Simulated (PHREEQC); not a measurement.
# Brine

Consider water at 60 °C with 0.98 mol LiBr, 0.15 mol Na2SO4 and 0.00014 mol H4SiO4 per kg of water. Closed to the air; pH follows from the charge balance.

Model: ion-association model, wateq4f.dat, run in PHREEQC.

This is a speciation only: nothing precipitates in the calculation.

Predict the pH.

pH 6.63.

In which forms is S present?

SO4-2 56 %, LiSO4- 30 %, NaSO4- 13 % of the S.

Ionic strength above about 0.7 mol/kgw puts this run outside the model's range. Constants without temperature data keep their 25 °C values here.
